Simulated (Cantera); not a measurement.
Input: 1 mol SiHCl3, 0.073 mol HCl, 31 mol N2, equilibrated at 1800 Pa.

Method: chemical equilibrium by Gibbs-energy minimisation in Cantera with the NASA 1993 tables (ideal gas, pure condensed phases). Candidate condensed phases: NH4Cl, Si, Si3N4; 28 gas species. N2 is the only nitrogen source here; it is nearly inert below about 1500 K, so the nitride shown seldom forms there in practice. The tables' values for SiCl3 are old estimates; treat these amounts as uncertain. Equilibrium is a limit: real reactors are often held back by kinetics, nucleation or transport. All values below are at 1475 K.

Base state: N2 0.943, HCl 0.0286, SiCl2 0.0180, SiCl3 0.00451, SiCl4 0.00384, H2 0.00203, Cl 4.97e-5, SiHCl3 2.58e-5 (mole fractions); condensed: Si3N4(s).

Question: What changes in the equilibrium state with this change: pressure from 1800 Pa to 810 Pa?

Answer: 
```tsv
species	before	after
N2	0.943	0.941
HCl	0.0286	0.0277
SiCl2	0.0180	0.0239
SiCl4	0.00384	0.00178
SiHCl3	2.58e-5	1.49e-5
Cl	4.97e-5	6.54e-5
SiCl3	0.00451	0.00353
H2	0.00203	0.00244
Si3N4(s), mol	0.0446	0.0124
```
